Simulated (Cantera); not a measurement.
A closed system holds: 1 mol SiC, 0.003 mol H2O, 1.3 mol N2, equilibrated at 2025 K and 240 Pa.

Method: chemical equilibrium by Gibbs-energy minimisation in Cantera with the NASA 1993 tables (ideal gas, pure condensed phases). Candidate condensed phases: C, C6H6, C7H8, C8H18, H2O, Si, SiC, SiO2, Si2N2O, Si3N4; 151 gas species. The tables' values for SiN are old estimates; treat these amounts as uncertain. Rates play no part.

Base state: N2 0.992, Si 0.00247, CO 0.00223, H 0.00146, H2 0.00137, HCN 0.000354, Si2C 7.51e-5, SiO 6.30e-5 (mole fractions); condensed: SiC(s).

Problem. What changes in the equilibrium state with this change: temperature from 2025 K to 2200 K?

Solution. 
| species | before | after |
|---|---|---|
| N2 | 0.992 | 0.974 |
| Si | 0.00247 | 0.0165 |
| H | 0.00146 | 0.00267 |
| SiC2 | 3.99e-5 | 0.00158 |
| CN | 9.35e-6 | 0.000122 |
| Si2C | 7.51e-5 | 0.000967 |
| Si2 | 2.76e-6 | 2.83e-5 |
| SiN | 2.96e-5 | 0.000135 |
| Si2N | 3.86e-6 | 1.60e-5 |
| SiC(s), mol | 0.996 | 0.973 |
| C(graphite), mol | 0 | 0.0174 |
